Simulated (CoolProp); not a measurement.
Vapour-liquid equilibrium of m-xylene (1) + o-xylene (2) at 415.9 K; x and y are mole fractions of (1).

Values from CoolProp's multi-fluid Helmholtz-energy mixture model, Zhou 2012 and Zhou 2012; pair parameters Bell 2016.

### Question
Give the bubble pressure and the first vapour's composition at x = 0.05, 0.15, 0.25. Is there an azeotrope?

### Answer
x = 0.05: 0.09771 MPa, y = 0.056; x = 0.15: 0.09911 MPa, y = 0.167; x = 0.25: 0.1006 MPa, y = 0.276. No azeotrope shows between x = 0.05 and 0.95.

Pair parameters are fitted to limited data, so mixtures are less certain than the pure fluids.
